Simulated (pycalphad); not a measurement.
Source of the numbers: pycalphad with the COST 507 light-alloy database (1999); pressure 1 atm. The database dates from 1999; later assessments differ in places, in temperatures and in the compounds included. Amounts are mole fractions of atoms.

### Question
Give the equilibrium state of Si-41.6Sn (at.%) at 1350 K.

### Answer
```
T = 1350.00 K, P = 101325 Pa, N = 1 mol of atoms
G = -73892 J/mol, H = 32614 J/mol, S = 78.89 J/(mol K)  (SER reference)
chemical potentials (J/mol): Si -48424, Sn -109645
phase             fraction      x(Si)      x(Sn)
DIAMOND_A4          0.5609     1.0000   3.43e-07
LIQUID              0.4391     0.0525     0.9475
```

DIAMOND_A4 is diamond (Si).
